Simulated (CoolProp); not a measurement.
Model: reference Helmholtz-energy equation of state, Lemmon 2005, in CoolProp. It is a short technical equation, of lower accuracy than the large ones.

Q: For isobutene, give the phase and the density (kg/m³), cp (kJ/(kg K)), cv (kJ/(kg K)), isothermal compressibility (1/MPa) at 395.9 K and 0.351 MPa.

A: 
- 395.9 K and 0.351 MPa: gas; density 6.21, cp 2.01, cv 1.84, isothermal compressibility 2.96
